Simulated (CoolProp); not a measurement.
Vapour-liquid equilibrium of diethyl ether (1) + ethanol (2) at 410.2 K; x and y are mole fractions of (1).

Computed with CoolProp (multi-fluid Helmholtz-energy mixture model, Thol 2014 and Schroeder 2014; pair parameters Bell 2016).

| x | bubble pressure, mixture model (kPa) | bubble pressure, Raoult's law (kPa) | y, mixture model | y, Raoult's law |
|---|---|---|---|---|
| 0.05 | 775.9 | 733.8 | 0.132 | 0.096 |
| 0.125 | ? | 787.1 | ? | 0.224 |
| 0.2 | 972.8 | 840.3 | ? | 0.335 |
| 0.275 | ? | 893.5 | 0.467 | 0.433 |
| 0.35 | ? | 946.7 | 0.534 | 0.521 |
| 0.425 | 1178 | 1000.0 | 0.590 | 0.598 |
| 0.5 | 1228 | 1053 | 0.640 | 0.668 |
| 0.575 | 1272 | 1106 | ? | 0.732 |
| 0.65 | 1310 | 1160 | 0.734 | 0.789 |
| 0.725 | ? | 1213 | 0.782 | 0.842 |
| 0.8 | 1371 | 1266 | ? | 0.890 |
| 0.875 | 1392 | 1319 | 0.889 | 0.934 |
| 0.95 | 1405 | 1373 | 0.953 | 0.975 |

### Question
Fill in the missing entries.

### Answer

- 0.125, bubble pressure, mixture model (kPa): 881.1
- 0.125, y, mixture model: 0.278
- 0.2, y, mixture model: 0.385
- 0.275, bubble pressure, mixture model (kPa): 1052
- 0.35, bubble pressure, mixture model (kPa): 1120
- 0.575, y, mixture model: 0.688
- 0.725, bubble pressure, mixture model (kPa): 1343
- 0.8, y, mixture model: 0.833

The largest gap from Raoult's law is +18.3 % in bubble pressure, at x = 0.35. No azeotrope shows between x = 0.05 and 0.95.

Pair parameters are fitted to limited data, so mixtures are less certain than the pure fluids.
